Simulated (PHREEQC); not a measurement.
## Phosphoric acid bath

Dissolve 0.0077 mol NaH2PO4 and 0.053 mol HF per kg of water at 25 °C. Closed to the air; pH follows from the charge balance.

Computed with PHREEQC (ion-association model, phreeqc.dat).

Precipitation was switched off in this run.

Problem. What pH does the model give?

Solution. pH 2.33.

Problem. In which forms is P present?

Solution. H2PO4- 62 %, H3PO4 38 % of the P.
